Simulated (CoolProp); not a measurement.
Values from CoolProp's reference Helmholtz-energy equation of state, Lemmon 2005. It is a short technical equation, of lower accuracy than the large ones.

Task: Give the vapour pressure (bar), vapour density (kg/m³), enthalpy of vaporisation (kJ/kg), liquid cp (kJ/(kg K)) of saturated trans-2-butene at 372.2, 393.7 K.

Result: 
```csv
T (K),p (bar),vapour density (kg/m³),enthalpy of vaporisation (kJ/kg),liquid cp (kJ/(kg K))
372.2,14.8,36.3,279,2.91
393.7,22.2,58.9,231,3.34
```
